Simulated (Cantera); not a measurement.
Standard-state values (1 bar) from the NASA 1993 polynomials, evaluated with Cantera. Values are per mole of reaction as written; species without (g) are pure solids or liquids, kept so even where they would boil at 1 bar.

CsCl + H(g) = Cs + HCl(g)

```
T (K)  ΔH° (kJ)  ΔS° (J/K)  ΔG° (kJ)  log10 K
-----  --------  ---------  --------  -------
975       100.6       17.9      83.1    -4.45
1025          ?          ?         ?        ?
1075          ?          ?         ?        ?
1125       95.2       12.8      80.8    -3.75
1175          ?          ?         ?        ?
1225       91.9        9.9      79.7    -3.40
1275          ?          ?         ?        ?
1325       88.8        7.5      78.8    -3.11
```

**Question.** Complete the blanks.

**Answer.** 
- 1025, ΔH° (kJ): 98.7
- 1025, ΔS° (J/K): 16.1
- 1025, ΔG° (kJ): 82.3
- 1025, log10 K: -4.19
- 1075, ΔH° (kJ): 97.0
- 1075, ΔS° (J/K): 14.4
- 1075, ΔG° (kJ): 81.5
- 1075, log10 K: -3.96
- 1175, ΔH° (kJ): 93.5
- 1175, ΔS° (J/K): 11.3
- 1175, ΔG° (kJ): 80.2
- 1175, log10 K: -3.57
- 1275, ΔH° (kJ): 90.3
- 1275, ΔS° (J/K): 8.7
- 1275, ΔG° (kJ): 79.2
- 1275, log10 K: -3.25
